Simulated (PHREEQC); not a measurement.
## Leach liquor

A solution holds 0.0019 mol/kgw HCl, 0.13 mol/kgw ZnSO4 and 0.008 mol/kgw NiSO4, at 25 °C. Closed to the air; pH follows from the charge balance.

Computed with PHREEQC (ion-association model, wateq4f.dat).

* **pH**: 3.19
* **ionic strength**: 0.264 mol/kgw
* **total alkalinity**: -1.90 meq/kg

```json
[
 {"species": "Zn+2", "molality": "0.0613", "activity": "0.0185", "log γ": "-0.521"},
 {"species": "ZnSO4", "molality": "0.0503", "activity": "0.0535", "log γ": "0.026"},
 {"species": "SO4-2", "molality": "0.0469", "activity": "0.0123", "log γ": "-0.579"},
 {"species": "Zn(SO4)2-2", "molality": "0.0182", "activity": "0.00537", "log γ": "-0.531"},
 {"species": "Ni+2", "molality": "0.00479", "activity": "0.00141", "log γ": "-0.531"},
 {"species": "NiSO4", "molality": "0.00320", "activity": "0.00340", "log γ": "0.026"},
 {"species": "Cl-", "molality": "0.00180", "activity": "0.00125", "log γ": "-0.161"},
 {"species": "HSO4-", "molality": "0.00109", "activity": "0.000770", "log γ": "-0.149"},
 {"species": "H+", "molality": "0.000815", "activity": "0.000641", "log γ": "-0.104"},
 {"species": "ZnCl+", "molality": "8.89e-5", "activity": "6.20e-5", "log γ": "-0.157"},
 {"species": "Ni(SO4)2-2", "molality": "7.65e-6", "activity": "2.25e-6", "log γ": "-0.531"},
 {"species": "NiCl+", "molality": "5.99e-6", "activity": "4.42e-6", "log γ": "-0.133"}
]
```

Precipitation was switched off in this run.
